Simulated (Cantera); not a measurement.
Feed: 1 mol Pb, 3.6 mol H₂, 1.6 mol N₂, equilibrated at 27.0 mbar.

These are equilibrium values from Cantera (NASA tables, ideal gas, pure condensed phases), not measurements of a reactor. Candidate condensed phases: Pb; 11 gas species. Rates play no part.

### Question
At 1248 K, list the 3 most abundant gas species with their mole fractions, and the condensed phases.

### Answer
H₂ 0.659, N₂ 0.293, Pb 0.0482. Condensed: Pb(l).
